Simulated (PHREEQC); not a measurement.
4 g of hydrous ferric oxide (600 m²/g; 0.2 weak and 0.005 strong sites per Fe, Dzombak-Morel constants, diffuse double layer) in 1 kg of water with 0.01 mol/kgw of an inert sodium salt and 0.0015 mol/kgw MgCl2, at 25 °C; the pH is set by adding NaOH or the inert anion's acid. Oxygen is held at 0.21 atm. No CO2 enters from the air. Nothing may precipitate in this run.

The series has 13 steps of pH, from 3 to 11.

Model: ion-association model, wateq4f.dat, run in PHREEQC.

Question: Near which pH is half of the Mg sorbed, and on which side is more sorbed?

Answer: Near pH 7.6, with more sorbed at higher pH.

Question: At which pH does the surface charge pass through zero?

Answer: Near pH 8.4.

Species that the database lacks are ignored. The oxide is taken as insoluble; below pH 4 it would dissolve.
